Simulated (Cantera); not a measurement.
# Low-pressure radical oxidation in H2/O2

An isothermal, constant-pressure homogeneous reactor starts with 21.0 % H₂, 45.7 % O₂, 33.3 % N₂, at 975 K and 2670 Pa.

Model: the H2/O2 subset of GRI-Mech 3.0, which has no nitrogen chemistry, integrated in Cantera. Radical loss at walls, strong at low pressure, is not modelled. The temperature is held fixed by assumption; the heat of reaction is taken as removed at once.

| t (s) | x H₂ | x O₂ | x O | x HO₂ | x H₂O | x OH | x H₂O₂ |
|---|---|---|---|---|---|---|---|
| 0.000800 | 0.210 | 0.457 | 6.23e-9 | 1.48e-9 | 2.63e-8 | 2.20e-9 | 1.25e-12 |
| 0.00133 | 0.210 | 0.457 | 2.25e-7 | 2.84e-8 | 9.74e-7 | 7.93e-8 | 1.52e-11 |
| 0.00222 | 0.210 | 0.456 | 8.66e-5 | 5.85e-6 | 0.000381 | 3.12e-5 | 5.12e-9 |
| 0.00369 | 0.0397 | 0.387 | 0.0189 | 1.67e-5 | 0.136 | 0.00463 | 5.59e-7 |
| 0.00614 | 0.00793 | 0.388 | 0.00844 | 2.06e-5 | 0.211 | 0.00277 | 8.51e-7 |
| 0.0102 | 0.00219 | 0.392 | 0.00202 | 1.77e-5 | 0.230 | 0.00107 | 9.48e-7 |
| 0.0170 | 0.000667 | 0.393 | 0.000486 | 1.12e-5 | 0.234 | 0.000421 | 7.73e-7 |
| 0.0283 | 0.000238 | 0.393 | 0.000144 | 6.07e-6 | 0.234 | 0.000213 | 5.73e-7 |
| 0.0471 | 8.91e-5 | 0.393 | 4.99e-5 | 3.00e-6 | 0.235 | 0.000125 | 3.96e-7 |
| 0.0783 | 3.30e-5 | 0.393 | 1.89e-5 | 1.39e-6 | 0.235 | 7.80e-5 | 2.61e-7 |
| 0.130 | 1.17e-5 | 0.393 | 7.57e-6 | 6.18e-7 | 0.235 | 5.04e-5 | 1.66e-7 |
| 0.217 | 4.01e-6 | 0.393 | 3.20e-6 | 2.74e-7 | 0.235 | 3.33e-5 | 1.04e-7 |
| 0.361 | 1.34e-6 | 0.393 | 1.44e-6 | 1.25e-7 | 0.235 | 2.25e-5 | 6.41e-8 |
| 0.601 | 4.62e-7 | 0.393 | 6.84e-7 | 6.02e-8 | 0.235 | 1.55e-5 | 3.94e-8 |
| 1.00 | 1.75e-7 | 0.393 | 3.44e-7 | 3.06e-8 | 0.235 | 1.10e-5 | 2.43e-8 |
x: mole fraction; the columns are a selection and need not sum to one.

Equilibrium at this temperature and pressure: H₂ 9.40e-11, O₂ 0.393, O 2.79e-10, HO₂ 6.12e-10, H₂O 0.235, OH 3.10e-7, H₂O₂ 4.87e-11 (gas phase only).
